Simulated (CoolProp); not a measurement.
Propylene at 110.52 K and 0.292 MPa flows at 6.8 m/s in a round tube of 10 mm bore and 15 µm roughness, fully developed (64/Re and Nu = 3.66 if laminar; Colebrook and Gnielinski if turbulent). Each further row changes one setting.

Values from CoolProp's reference Helmholtz-energy equation of state, Lemmon 2013.

```json
[
 {"case": "as stated", "Reynolds number": "21700", "Darcy friction factor": "0.0285", "pressure drop (Pa/m)": "48900", "heat-transfer coefficient (W/(m² K))": "5160", "mass flow (kg/h)": "1430"},
 {"case": "velocity 13.6 m/s", "Reynolds number": "43400", "Darcy friction factor": "0.0258", "pressure drop (Pa/m)": "…", "heat-transfer coefficient (W/(m² K))": "…", "mass flow (kg/h)": "…"},
 {"case": "diameter 20 mm", "Reynolds number": "43400", "Darcy friction factor": "…", "pressure drop (Pa/m)": "20400", "heat-transfer coefficient (W/(m² K))": "4770", "mass flow (kg/h)": "5710"}
]
```

**Question.** Complete the blanks.

**Answer.** 
- velocity 13.6 m/s, pressure drop (Pa/m): 177000
- velocity 13.6 m/s, heat-transfer coefficient (W/(m² K)): 9970
- velocity 13.6 m/s, mass flow (kg/h): 2850
- diameter 20 mm, Darcy friction factor: 0.0238

Viscosity comes from a separate model (Huber 2003), an estimate that may be off by 10 % or more. Thermal conductivity comes from a separate model (Huber 2003), an estimate that may be off by 10 % or more.
